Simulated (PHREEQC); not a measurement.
Model water analysis in mg/L, 25 °C, pH 3.47, pe 10.7:

```csv
constituent,mg/L
Na,49.2
K,837
Ca,907
Mg,32.8
Cl,676
S(6) as SO4,2630
Si as SiO2,4.13
Cu(2),4.52
Zn,89.1
Mn(2),9.1
Fe(3),0.629
Pb,1.49
```

Valence states are taken as typed.

The numbers come from PHREEQC with the ion-association model, phreeqc.dat.

Each row changes one thing in this solution. This is a speciation only: nothing precipitates in the calculation.

```json
[
 {"case": "as made", "ionic strength (mol/kgw)": "0.0917", "KSO4- (mol/kgw)": "0.000950", "MgSO4 (mol/kgw)": "0.000533", "HSO4- (mol/kgw)": "0.000284", "Cu+2 (mol/kgw)": "4.53e-5", "CuSO4 (mol/kgw)": "2.52e-5", "SI of Quartz (SiO2)": "-0.17", "SI of Gypsum (CaSO4:2H2O)": "+0.20"},
 {"case": "Pb from 1.49 to 0.745 mg/L", "ionic strength (mol/kgw)": "0.0917", "KSO4- (mol/kgw)": "0.000951", "MgSO4 (mol/kgw)": "0.000533", "HSO4- (mol/kgw)": "0.000284", "Cu+2 (mol/kgw)": "4.53e-5", "CuSO4 (mol/kgw)": "2.52e-5", "SI of Quartz (SiO2)": "-0.17", "SI of Gypsum (CaSO4:2H2O)": "+0.20"},
 {"case": "Cu(2) from 4.52 to 13.6 mg/L", "ionic strength (mol/kgw)": "…", "KSO4- (mol/kgw)": "0.000948", "MgSO4 (mol/kgw)": "0.000532", "HSO4- (mol/kgw)": "0.000283", "Cu+2 (mol/kgw)": "0.000137", "CuSO4 (mol/kgw)": "7.57e-5", "SI of Quartz (SiO2)": "-0.17", "SI of Gypsum (CaSO4:2H2O)": "+0.20"},
 {"case": "temperature from 25 to 15 °C at the same typed pH", "ionic strength (mol/kgw)": "…", "KSO4- (mol/kgw)": "0.000825", "MgSO4 (mol/kgw)": "0.000462", "HSO4- (mol/kgw)": "0.000237", "Cu+2 (mol/kgw)": "4.61e-5", "CuSO4 (mol/kgw)": "2.48e-5", "SI of Quartz (SiO2)": "…", "SI of Gypsum (CaSO4:2H2O)": "+0.23"}
]
```

Q: Complete the blanks.

A: 
- Cu(2) from 4.52 to 13.6 mg/L, ionic strength (mol/kgw): 0.0918
- temperature from 25 to 15 °C at the same typed pH, ionic strength (mol/kgw): 0.0930
- temperature from 25 to 15 °C at the same typed pH, SI of Quartz (SiO2): -0.02

Some of these states are supersaturated (in Jarosite-K, Gypsum, for instance).
